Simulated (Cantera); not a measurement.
Mixture: 8.80 % CH4, 0.422 % C2H6, 19.1 % O2, 71.7 % N2, equivalence ratio 1.00, at 510 Torr, adiabatic and at constant pressure. Ignition delay is the time to a rise of 400 K.

Detailed kinetics in Cantera: GRI-Mech 3.0 (53 species, 325 reactions).

**Question.** At T0 = 1500 K, what is the delay, and which 8 reactions control it most (d ln τ / d ln k, from doubling and halving each rate constant)?

**Answer.** The delay is 0.562 ms.
```
reaction                  d ln τ / d ln k   faster rate
------------------------  ---------------  ------------
H + O2 <=> O + OH                   -0.52   shortens it
CH4 + H <=> CH3 + H2                 0.37  lengthens it
CH3 + O2 <=> CH3O + O               -0.27   shortens it
CH3 + HO2 <=> CH3O + OH             -0.25   shortens it
CH4 + OH <=> CH3 + H2O               0.22  lengthens it
2 CH3 <=> C2H5 + H                  -0.16   shortens it
2 CH3 (+M) <=> C2H6 (+M)             0.14  lengthens it
CH3 + O2 <=> CH2O + OH              -0.13   shortens it
```
